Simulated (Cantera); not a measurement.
Input: 1 mol trisilylamine, 0.3 mol NH3, at 1.33 mbar.

Cantera equilibrium calculation (NASA polynomials, part measured and part estimated; ideal gas, pure solids and liquids). Candidate condensed phases: Si, Si3N4; 18 gas species. The feed counts by its element totals alone. Mutual solubility and eutectic melting of coexisting phases are not modelled. Kinetics and transport are ignored.

Problem. At 1400 K, list the 3 most abundant gas species with their mole fractions, and the condensed phases.

Solution. H2 0.996, N2 0.00430, H 0.000133. Condensed: Si(s) + Si3N4(s).
